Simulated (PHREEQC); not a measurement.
Make-up at 25 °C: 0.006 mol HCl and 0.00049 mol KCl per kg of water. Closed to the air; pH follows from the charge balance.

The numbers come from PHREEQC with the ion-association model, phreeqc.dat.

Precipitation was switched off in this run.

### Question
Predict the pH.

### Answer
pH 2.25.

Complexes and solids missing from the database can't appear.
